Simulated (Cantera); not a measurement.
Feed: 1 mol CaO, 6.4 mol F₂, a varied amount of H₂, held at 875 K and 18.0 mbar.

These are equilibrium values from Cantera (NASA tables, ideal gas, pure condensed phases), not measurements of a reactor. Candidate condensed phases: Ca, CaF₂, CaO, Ca(OH)₂, H₂O; 29 gas species. The numbers say what is thermodynamically allowed, not how fast it happens.

Problem. At 8.7 mol H₂, list the 3 most abundant gas species with their mole fractions, and the condensed phases.

Solution. HF 0.766, H₂ 0.163, H₂O 0.0709. Condensed: CaF₂(s).
